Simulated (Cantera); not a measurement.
Feed: 1 mol HgO, 2.5 mol H2, 2.2 mol N2, held at 0.460 bar.

Method: chemical equilibrium by Gibbs-energy minimisation in Cantera with the NASA 1993 tables (ideal gas, pure condensed phases). Candidate condensed phases: H2O, Hg, HgO; 25 gas species. Rates play no part. All values below are at 1448 K.

Base state: N2 0.386, H2 0.263, H2O 0.175, Hg 0.175 (mole fractions); condensed: gas only.

What changes in the equilibrium state with this change: 0.59 mol O2 added?


| species | before | after |
|---|---|---|
| N2 | 0.386 | 0.386 |
| H2O | 0.175 | 0.382 |
| Hg | 0.175 | 0.175 |
| H2 | 0.263 | 0.0561 |

What changes in the equilibrium state with this change: H2 from 2.5 to 0.047 mol?


```json
[
 {"species": "N2", "before": "0.386", "after": "0.591"},
 {"species": "Hg", "before": "0.175", "after": "0.269"},
 {"species": "O2", "before": "<1e-9", "after": "0.128"},
 {"species": "H2", "before": "0.263", "after": "4.79e-8"},
 {"species": "H2O", "before": "0.175", "after": "0.0126"},
 {"species": "NO", "before": "1.30e-9", "after": "0.000635"},
 {"species": "OH", "before": "1.11e-7", "after": "1.86e-5"}
]
```
